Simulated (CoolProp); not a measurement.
Saturated liquid density (kg/m³) of vinyl chloride: the reference equation beside estimates from Tc = 151.9 °C, pc = 56.00 bar, ω = 0.160. Rackett uses Z = 0.29056 − 0.08775 ω.

The numbers come from the reference Helmholtz-energy equation of state, Thol 2022 in CoolProp.

```json
[
 {"T (°C)": "-10.15", "reference": "963.5", "Rackett": "950.5", "van der Waals": "602.6", "Redlich-Kwong": "885.0", "Soave-Redlich-Kwong": "899.4", "Peng-Robinson": "1016"},
 {"T (°C)": "-4.05", "reference": "952.6", "Rackett": "940.4", "van der Waals": "596.4", "Redlich-Kwong": "874.2", "Soave-Redlich-Kwong": "889.3", "Peng-Robinson": "1005"},
 {"T (°C)": "2.05", "reference": "941.6", "Rackett": "930.2", "van der Waals": "590.0", "Redlich-Kwong": "863.1", "Soave-Redlich-Kwong": "878.9", "Peng-Robinson": "993.9"},
 {"T (°C)": "8.15", "reference": "930.6", "Rackett": "919.7", "van der Waals": "583.5", "Redlich-Kwong": "851.7", "Soave-Redlich-Kwong": "868.2", "Peng-Robinson": "982.1"},
 {"T (°C)": "14.25", "reference": "919.4", "Rackett": "909.1", "van der Waals": "576.8", "Redlich-Kwong": "839.9", "Soave-Redlich-Kwong": "857.1", "Peng-Robinson": "970.0"},
 {"T (°C)": "20.35", "reference": "908.0", "Rackett": "898.3", "van der Waals": "570.0", "Redlich-Kwong": "827.8", "Soave-Redlich-Kwong": "845.6", "Peng-Robinson": "957.4"},
 {"T (°C)": "26.45", "reference": "896.5", "Rackett": "887.2", "van der Waals": "562.9", "Redlich-Kwong": "815.3", "Soave-Redlich-Kwong": "833.7", "Peng-Robinson": "944.2"},
 {"T (°C)": "32.55", "reference": "884.8", "Rackett": "875.9", "van der Waals": "555.7", "Redlich-Kwong": "[?]", "Soave-Redlich-Kwong": "821.3", "Peng-Robinson": "930.6"},
 {"T (°C)": "38.65", "reference": "[?]", "Rackett": "[?]", "van der Waals": "548.2", "Redlich-Kwong": "789.1", "Soave-Redlich-Kwong": "808.5", "Peng-Robinson": "916.4"},
 {"T (°C)": "44.75", "reference": "[?]", "Rackett": "852.5", "van der Waals": "540.5", "Redlich-Kwong": "775.4", "Soave-Redlich-Kwong": "795.2", "Peng-Robinson": "901.6"},
 {"T (°C)": "50.85", "reference": "848.4", "Rackett": "840.3", "van der Waals": "532.6", "Redlich-Kwong": "761.2", "Soave-Redlich-Kwong": "781.3", "Peng-Robinson": "886.1"},
 {"T (°C)": "56.95", "reference": "835.7", "Rackett": "827.7", "van der Waals": "524.4", "Redlich-Kwong": "746.4", "Soave-Redlich-Kwong": "766.9", "Peng-Robinson": "869.9"},
 {"T (°C)": "63.05", "reference": "822.6", "Rackett": "814.8", "van der Waals": "515.9", "Redlich-Kwong": "731.2", "Soave-Redlich-Kwong": "751.8", "Peng-Robinson": "853.0"},
 {"T (°C)": "69.15", "reference": "809.1", "Rackett": "801.4", "van der Waals": "507.1", "Redlich-Kwong": "715.3", "Soave-Redlich-Kwong": "736.1", "Peng-Robinson": "835.2"}
]
```

Question: Some entries are withheld; supply them.

Answer: 
- 32.55, Redlich-Kwong: 802.4
- 38.65, reference: 872.9
- 38.65, Rackett: 864.3
- 44.75, reference: 860.8

Absolute difference from the reference over all 14 rows, mean and median: Rackett 1.1 and 1.0 %, van der Waals 37.3 and 37.3 %, Redlich-Kwong 9.4 and 9.2 %, Soave-Redlich-Kwong 7.4 and 7.1 %, Peng-Robinson 4.9 and 5.2 %.
